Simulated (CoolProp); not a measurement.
Saturated liquid density (kg/m³) of C3F8 (R218): the reference equation beside estimates from Tc = 71.9 °C, pc = 2640 kPa, ω = 0.317. Rackett uses Z = 0.29056 − 0.08775 ω.

Computed with CoolProp (reference Helmholtz-energy equation of state, Lemmon 2006). It is a short technical equation, of lower accuracy than the large ones.

```
T (°C)  reference  Rackett  van der Waals  Redlich-Kwong  Soave-Redlich-Kwong  Peng-Robinson
------  ---------  -------  -------------  -------------  -------------------  -------------
-6.15        1483     1579          919.1           1309                 1387           1573
-2.45        1466     1560          908.1           1290                 1368           1552
1.25         1449     1540          896.9           1269                 1347           1529
4.95         1431     1520          885.3           1248                 1326           1505
8.65         1412     1500          873.4           1227                 1304           1481
12.25        1394     1480          861.4           1205                 1282           1456
15.95        1374     1458          848.7           1183                 1259           1429
19.65        1354     1436          835.6           1159                 1234           1401
23.35        1333     1413          822.0           1134                 1208           1372
```

Absolute difference from the reference over all 9 rows, mean and median: Rackett 6.2 and 6.2 %, van der Waals 38.2 and 38.1 %, Redlich-Kwong 13.2 and 13.1 %, Soave-Redlich-Kwong 7.8 and 7.6 %, Peng-Robinson 4.7 and 4.9 %.
